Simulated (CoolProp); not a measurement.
Vapour-liquid equilibrium of m-xylene (1) + n-undecane (2) at 0.137 MPa; x and y are mole fractions of (1).

The numbers come from the multi-fluid Helmholtz-energy mixture model, Zhou 2012 and Aleksandrov 2011; pair parameters Bell 2016 in CoolProp.

Task: Give the bubble temperature and the first vapour's composition at x = 0.05, 0.5, 0.8. Is there an azeotrope?

Result: x = 0.05: 203.9 °C, y = 0.138; x = 0.5: 172.4 °C, y = 0.789; x = 0.8: 158.1 °C, y = 0.945. No azeotrope shows between x = 0.05 and 0.95.

The pair parameters rest on a limited set of measurements; away from them the model extrapolates.
